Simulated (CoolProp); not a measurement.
The fluid at 426.71 K and 0.71 MPa flows at 3.5 m/s in a round tube of 4.6 mm bore and 45 µm roughness, fully developed (64/Re and Nu = 3.66 if laminar; Colebrook and Gnielinski if turbulent). The same conditions are run with several fluids, on thermodynamics alone (safety and materials aside).

Model: reference Helmholtz-energy equation of state of each fluid (ethanol: Schroeder 2014; propylene: Lemmon 2013; R143a: Lemmon and Jacobsen 2000; R227EA: Lemmon 2016; R123: Younglove 1994), in CoolProp.

```
fluid      Reynolds number  Darcy friction factor  pressure drop (Pa/m)  heat-transfer coefficient (W/(m² K))  mass flow (kg/h)
---------  ---------------  ---------------------  --------------------  ------------------------------------  ----------------
ethanol              12900                 0.0418                   566                                   402              2.13
propylene            11300                 0.0424                   491                                   357              1.82
R143a                17600                 0.0408                   945                                   450              3.64
R227EA               34600                 0.0393                  1880                                   741              7.53
R123                 35800                 0.0393                  1760                                   568              7.05
```

Transport values come from each fluid's own correlations; those of propylene, R143a, R227EA are estimates that may be off by 10 % or more.
